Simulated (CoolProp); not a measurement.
Properties of n-perfluorohexane along the isobar 4 bar (Tc = 448.0 K, pc = 17.42 bar, ω = 0.497).

Values from CoolProp's reference Helmholtz-energy equation of state, Gao 2022.

| T (K) | phase | expansivity (1/kK) | fugacity coefficient |
|---|---|---|---|
| 262.7 | liquid | 1.554 | 0.01219 |
| 268.4 | liquid | 1.575 | 0.01701 |
| 274 | liquid | 1.597 | 0.02318 |
| 279.6 | liquid | 1.622 | 0.03107 |
| 285.3 | liquid | 1.651 | 0.04122 |
| 290.9 | liquid | 1.682 | 0.05364 |
| 296.5 | liquid | 1.716 | 0.06886 |
| 302.2 | liquid | 1.755 | 0.08767 |
| 307.8 | liquid | 1.797 | 0.1098 |
| 313.5 | liquid | 1.844 | 0.1366 |
| 319.1 | liquid | 1.896 | 0.1674 |
| 324.7 | liquid | 1.954 | 0.2032 |
